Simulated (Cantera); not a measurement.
A closed system holds: 1 mol S, 0.57 mol SO2, 14 mol N2, held at 100000 Pa.

These are equilibrium values from Cantera (NASA tables, ideal gas, pure condensed phases), not measurements of a reactor. Candidate condensed phases: S; 17 gas species. Rates play no part. All values below are at 2423 K.

Base state: N2 0.921, SO2 0.0261, S2 0.0246, SO 0.0222, S 0.00492, S2O 0.000439, NO 0.000195, O 4.05e-5 (mole fractions); condensed: gas only.

Problem. What changes in the equilibrium state with this change: SO2 from 0.57 to 0.012 mol?

Solution. 
```csv
species,before,after
N2,0.921,0.962
S2,0.0246,0.0312
S,0.00492,0.00554
SO2,0.0261,9.43e-5
SO,0.0222,0.00141
O2,1.71e-5,5.48e-8
O,4.05e-5,2.29e-6
NO,0.000195,1.13e-5
```
